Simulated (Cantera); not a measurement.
A Cantera script and what it prints.

```python
import numpy as np
import cantera as ct

gas_names = [...]  # 118 gases of nasa_gas.yaml made of C, Cl, F, H
cond_names = """
    C(gr) C6H6(L) C7H8(L) C8H18(L),n-octa
""".split()


# ... load() reads the species with a 1 bar reference pressure and builds the phases ...
atoms = {
    'CH3Cl': {'C': 1, 'H': 3, 'CL': 1},
    'H2': {'H': 2},
    'F2': {'F': 2},
}
top_T = {'C(gr)': 4500}  # K; cautious upper limits of use, not melting points


# ... equilibrate(T, P, feed) seeds the gas with the atoms and calls Mixture.equilibrate('TP', solver="vcs", rtol=1e-11, max_steps=5000) ...
results = []
feed = {'CH3Cl': 1, 'H2': 0.15, 'F2': 0.16}  # mol
P = 1333.22  # Pa
for T in [2248, 2398, 2548, 2698, 2848, 2998, 3148, 3298, 3448]:
    mix = equilibrate(T, P, feed)
    results.append((T, P, feed, dict(zip(mix.species_names, mix.species_moles))))
    x = sorted(zip(gas.X, gas.species_names), reverse=True)
    print(f"T = {T:g} K  P = {P:g} Pa  gas = {mix.phase_moles(0):.4g} mol")
    print("   x: " + "  ".join(f"{s} {v:.3e}" for v, s in x if v > 1e-05))
    print("   condensed (mol): " + ("  ".join(f"{mix.phase(i).name} {mix.phase_moles(i):.4g}"
          for i in range(1, mix.n_phases) if mix.phase_moles(i) > 1e-12) or "none"))
```

Result:

```
T = 2248 K  P = 1333.22 Pa  gas = 2.392 mol
   x: H2 4.063e-01  HCL 3.898e-01  HF 1.338e-01  H 4.056e-02  CL 2.817e-02  C2H2,acetylene 1.346e-03  F 1.345e-05
   condensed (mol): C(gr) 0.9935
T = 2398 K  P = 1333.22 Pa  gas = 2.483 mol
   x: H2 3.814e-01  HCL 3.479e-01  HF 1.288e-01  H 8.427e-02  CL 5.483e-02  C2H2,acetylene 2.635e-03  F 4.510e-05  C2H 3.334e-05  C2HCL 2.319e-05
   condensed (mol): C(gr) 0.9865
T = 2548 K  P = 1333.22 Pa  gas = 2.639 mol
   x: H2 3.390e-01  HCL 2.862e-01  H 1.560e-01  HF 1.211e-01  CL 9.268e-02  C2H2,acetylene 4.472e-03  C2H 1.632e-04  F 1.316e-04  C3 7.754e-05  C2HCL 4.672e-05  C4H2 2.441e-05  C 2.385e-05
   condensed (mol): C(gr) 0.9743
T = 2698 K  P = 1333.22 Pa  gas = 2.88 mol
   x: H2 2.767e-01  H 2.569e-01  HCL 2.109e-01  CL 1.362e-01  HF 1.107e-01  C2H2,acetylene 6.478e-03  C3 6.428e-04  C2H 6.361e-04  F 3.465e-04  C 1.552e-04  C2HCL 7.618e-05  C4H2 6.300e-05  C2 6.152e-05  CF 1.983e-05
   condensed (mol): C(gr) 0.9513
T = 2848 K  P = 1333.22 Pa  gas = 3.215 mol
   x: H 3.741e-01  H2 1.999e-01  CL 1.750e-01  HCL 1.359e-01  HF 9.860e-02  C2H2,acetylene 7.808e-03  C3 4.231e-03  C2H 1.994e-03  F 8.546e-04  C 8.280e-04  C2 4.171e-04  C4H2 1.270e-04  C2HCL 9.973e-05  CF 7.080e-05  C5 4.768e-05  CH 2.500e-05  C2H2,vinylidene 1.700e-05
   condensed (mol): C(gr) 0.8871
T = 2998 K  P = 1333.22 Pa  gas = 3.665 mol
   x: H 4.752e-01  CL 1.979e-01  H2 1.223e-01  HF 8.503e-02  HCL 7.476e-02  C3 2.291e-02  C2H2,acetylene 7.561e-03  C2H 5.037e-03  C 3.730e-03  C2 2.326e-03  F 2.038e-03  C5 4.167e-04  CF 2.348e-04  C4H2 1.951e-04  C2HCL 1.036e-04  C4 7.697e-05  CH 6.785e-05  C2H2,vinylidene 2.373e-05  CCL 1.365e-05
   condensed (mol): C(gr) 0.6112
T = 3148 K  P = 1333.22 Pa  gas = 4.226 mol
   x: H 5.319e-01  CL 2.010e-01  HF 7.041e-02  H2 6.358e-02  C3 5.963e-02  HCL 3.558e-02  C 1.204e-02  C2 7.530e-03  C2H 7.182e-03  F 4.708e-03  C2H2,acetylene 4.084e-03  C5 1.148e-03  CF 6.039e-04  C4 2.501e-04  CH 1.248e-04  C4H2 1.095e-04  C2HCL 6.007e-05  CCL 2.286e-05  C2H2,vinylidene 1.781e-05
   condensed (mol): none
T = 3298 K  P = 1333.22 Pa  gas = 4.516 mol
   x: H 5.784e-01  CL 2.036e-01  HF 5.949e-02  C3 5.225e-02  H2 3.377e-02  C 2.503e-02  HCL 1.775e-02  C2 1.124e-02  F 1.031e-02  C2H 4.995e-03  C2H2,acetylene 1.154e-03  CF 1.044e-03  C5 5.448e-04  C4 1.927e-04  CH 1.527e-04  CCL 2.614e-05  C2HCL 1.842e-05  C4H2 1.647e-05
   condensed (mol): none
T = 3448 K  P = 1333.22 Pa  gas = 4.766 mol
   x: H 5.989e-01  CL 2.010e-01  C 4.687e-02  HF 4.581e-02  C3 4.090e-02  F 1.978e-02  H2 1.742e-02  C2 1.493e-02  HCL 8.792e-03  C2H 3.168e-03  CF 1.546e-03  C2H2,acetylene 3.089e-04  C5 2.249e-04  CH 1.690e-04  C4 1.292e-04  CCL 2.763e-05
   condensed (mol): none
```

Cantera equilibrium calculation (NASA polynomials, part measured and part estimated; ideal gas, pure solids and liquids). The tables' values for CCl are old estimates; treat these amounts as uncertain.
